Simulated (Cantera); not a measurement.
# Equilibrium for abatement and gas-phase synthesis: SF6 + H2 + N2

Input: 1 mol SF6, 10 mol H2, 5.5 mol N2, at 13.3 mbar.

Cantera equilibrium calculation (NASA polynomials, part measured and part estimated; ideal gas, pure solids and liquids). Candidate condensed phases: S; 35 gas species. Equilibrium is a limit: real reactors are often held back by kinetics, nucleation or transport.

| T (°C) | log p H | log p H2 | log p HF | log p N2 | log p S | log p S2 |
|---|---|---|---|---|---|---|
| 1552 | -4.52 | -2.32 | -2.38 | -2.41 | -4.82 | -3.56 |
| 1652 | -4.18 | -2.32 | -2.38 | -2.41 | -4.50 | -3.57 |
| 1752 | -3.88 | -2.32 | -2.38 | -2.42 | -4.22 | -3.59 |
| 1852 | -3.61 | -2.33 | -2.38 | -2.42 | -3.98 | -3.64 |
| 1952 | -3.36 | -2.35 | -2.39 | -2.42 | -3.78 | -3.71 |
| 2052 | -3.14 | -2.37 | -2.39 | -2.43 | -3.61 | -3.81 |
| 2152 | -2.95 | -2.40 | -2.40 | -2.44 | -3.48 | -3.96 |
| 2252 | -2.77 | -2.44 | -2.41 | -2.45 | -3.39 | -4.15 |
| 2352 | -2.62 | -2.50 | -2.43 | -2.46 | -3.33 | -4.38 |
| 2452 | -2.50 | -2.58 | -2.44 | -2.48 | -3.30 | -4.64 |
| 2552 | -2.39 | -2.69 | -2.46 | -2.50 | -3.29 | -4.91 |
| 2652 | -2.32 | -2.82 | -2.48 | -2.51 | -3.29 | -5.18 |
| 2752 | -2.26 | -2.98 | -2.50 | -2.53 | -3.29 | -5.45 |
log p: log10 of the partial pressure in bar; nothing condenses.

From 1552 °C to 2752 °C nothing is condensed.
